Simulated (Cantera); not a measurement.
Feed: 1 mol V, 0.88 mol O2, 83 mol N2, equilibrated at 2800 K and 1.00 Torr.

Equilibrium computed with Cantera from the NASA thermochemical tables; the gas is ideal and each condensed phase is pure. Kinetics and transport are ignored.

| species | before | after |
|---|---|---|
| N2 | 0.978 | 0.955 |
| O | 0.00908 | 0.0310 |
| VO2 | 0.00240 | 0.00615 |
| O2 | 3.73e-5 | 0.000434 |
| V | 0.00315 | 0.000691 |
| NO | 0.000546 | 0.00184 |
| VO | 0.00625 | 0.00468 |
| N | 9.48e-5 | 9.37e-5 |
Gas species are given as mole fractions.

Task: Which change was made?
A. pressure from 1.00 Torr to 0.465 Torr
B. temperature from 2800 K to 1350 K
C. O2 from 0.88 to 2.2 mol
D. O2 from 0.88 to 6.4 mol

Result: C, O2 from 0.88 to 2.2 mol
